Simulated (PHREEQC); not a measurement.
NaOH is added in steps, without added water, to 1 kg of water holding 0.00058 mol/kgw Ca(HCO3)2, 0.0039 mol/kgw Na2HPO4 and 1.1e-06 mol/kgw H4SiO4, at 25 °C. Oxygen alone is held at its pressure in air (log pO2 = -0.68). The system is closed to CO2. Solids allowed: Aragonite, Portlandite, Hydroxyapatite, Quartz, Nahcolite, Natron. Others were left out.

Base run: PHREEQC, ion-association model, wateq4f.dat. Each further column changes one thing. The table gives Ca in solution (mol/kgw).

```
NaOH added (mol)     base  metal-ligand complexes left out  Davies equation for every ion  database phreeqc.dat  Debye-Hückel limiting law
----------------  -------  -------------------------------  -----------------------------  --------------------  -------------------------
0                 1.14e-5                          5.92e-6                        1.16e-5               1.14e-5                 (withheld)
0.0024            3.81e-6                       (withheld)                        3.80e-6               3.80e-6                    3.73e-6
0.0044            4.46e-6                          1.40e-8                        4.46e-6               4.44e-6                 (withheld)
0.0068            4.75e-6                          9.99e-9                        4.74e-6               4.72e-6                    4.57e-6
0.0092            4.86e-6                       (withheld)                        4.84e-6               4.81e-6                 (withheld)
0.0116            4.88e-6                          7.68e-9                        4.86e-6               4.83e-6                    4.60e-6
0.0136            4.86e-6                          7.32e-9                        4.84e-6               4.80e-6                    4.55e-6
0.016             4.82e-6                          7.06e-9                        4.80e-6               4.75e-6                    4.47e-6
```

Q: Some entries are withheld; supply them.

A: 
- 0, Debye-Hückel limiting law: 1.25e-5
- 0.0024, metal-ligand complexes left out: 2.89e-8
- 0.0044, Debye-Hückel limiting law: 4.34e-6
- 0.0092, metal-ligand complexes left out: 8.44e-9
- 0.0092, Debye-Hückel limiting law: 4.63e-6

H3PO4, which wateq4f.dat lacks, is added to it with the constant of phreeqc.dat.  phreeqc.dat and wateq4f.dat share most of their constants, so their agreement is no independent check. Solids allowed in the column 'database phreeqc.dat': Aragonite, Hydroxyapatite, Quartz.
